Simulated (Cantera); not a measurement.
Charge: 1 mol NH3, 0.2 mol O2, 1 mol H2, at 2477 °C and 66.0 bar.

Cantera equilibrium calculation (NASA polynomials, part measured and part estimated; ideal gas, pure solids and liquids). Candidate condensed phases: H2O; 24 gas species. The ideal-gas law is rough above about 30 bar. Kinetics and transport are ignored.

Base state: H2 0.694, N2 0.166, H2O 0.132, H 0.00701, OH 0.000360, NH3 0.000128, NO 1.44e-5 (mole fractions); condensed: gas only.

Task: What changes in the equilibrium state with this change: pressure from 66.0 bar to 14.0 bar?

Result: 
| species | before | after |
|---|---|---|
| H2 | 0.694 | 0.687 |
| N2 | 0.166 | 0.165 |
| H2O | 0.132 | 0.131 |
| H | 0.00701 | 0.0152 |
| NH3 | 0.000128 | 2.67e-5 |
| O | 2.30e-6 | 1.09e-5 |

Task: What changes in the equilibrium state with this change: temperature from 2477 °C to 2202 °C?

Result: 
```tsv
species	before	after
H2	0.694	0.698
N2	0.166	0.166
H2O	0.132	0.133
H	0.00701	0.00231
NO	1.44e-5	2.72e-6
OH	0.000360	8.88e-5
NH3	0.000128	0.000167
```
